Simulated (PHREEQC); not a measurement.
A PHREEQC speciation (Pitzer model, pitzer.dat) at 20 °C gives pH 0.33 and these molalities:

```
species  mol/kgw
-------  -------
H+         0.572
HSO4-      0.348
SO4-2      0.112
```

What are the element totals, and what could have been dissolved in 1 kg of water to give them?

Several could match; the one computed here: totals S(6) 0.460 mol/kgw, from 0.46 mol H2SO4 per kg of water.

This is a speciation only: nothing precipitates in the calculation. Species that the database lacks are ignored.
